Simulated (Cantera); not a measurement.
Calcination and drying: Ca(OH)2 + C + H2O

A closed system holds: 1 mol Ca(OH)2, 0.0067 mol C, 0.28 mol H2O, equilibrated at 452 °C.

Method: chemical equilibrium by Gibbs-energy minimisation in Cantera with the NASA 1993 tables (ideal gas, pure condensed phases). Candidate condensed phases: C, C6H6, C7H8, C8H18, Ca, CaCO3, CaO, Ca(OH)2, H2O; 115 gas species. Rates play no part.

From 10.0 Pa to 68.0 Pa the condensed part is CaO(s). From 4.60 mbar to 0.220 bar the condensed part is CaCO3(calcite) + CaO(s). From 1.50 bar to 10.0 bar the condensed part is CaCO3(calcite) + Ca(OH)2(s).

```json
[
 {"P (Pa)": "10", "x H2O": "0.984", "x H2": "0.0104", "x CO2": "0.00520", "x CO": "7.30e-6", "x CH4": "<1e-12", "n CaO(s)": "1.00", "n CaCO3(calcite)": "0", "n Ca(OH)2(s)": "0"},
 {"P (Pa)": "68", "x H2O": "0.984", "x H2": "0.0104", "x CO2": "0.00520", "x CO": "7.30e-6", "x CH4": "<1e-12", "n CaO(s)": "1.00", "n CaCO3(calcite)": "0", "n Ca(OH)2(s)": "0"},
 {"P (Pa)": "460", "x H2O": "0.985", "x H2": "0.0104", "x CO2": "0.00455", "x CO": "6.39e-6", "x CH4": "<1e-12", "n CaO(s)": "0.999", "n CaCO3(calcite)": "0.000841", "n Ca(OH)2(s)": "0"},
 {"P (Pa)": "3200", "x H2O": "0.989", "x H2": "0.0105", "x CO2": "0.000654", "x CO": "9.19e-7", "x CH4": "1.07e-12", "n CaO(s)": "0.994", "n CaCO3(calcite)": "0.00586", "n Ca(OH)2(s)": "0"},
 {"P (Pa)": "22000", "x H2O": "0.989", "x H2": "0.0105", "x CO2": "9.51e-5", "x CO": "1.34e-7", "x CH4": "7.40e-12", "n CaO(s)": "0.993", "n CaCO3(calcite)": "0.00658", "n Ca(OH)2(s)": "0"},
 {"P (Pa)": "150000", "x H2O": "0.953", "x H2": "0.0467", "x CO2": "8.51e-5", "x CO": "5.54e-7", "x CH4": "1.32e-7", "n CaO(s)": "0", "n CaCO3(calcite)": "0.00668", "n Ca(OH)2(s)": "0.993"},
 {"P (Pa)": "1000000", "x H2O": "0.953", "x H2": "0.0467", "x CO2": "8.51e-5", "x CO": "5.54e-7", "x CH4": "5.84e-6", "n CaO(s)": "0", "n CaCO3(calcite)": "0.00667", "n Ca(OH)2(s)": "0.993"}
]
```
x: gas mole fraction; n: condensed amount in mol.
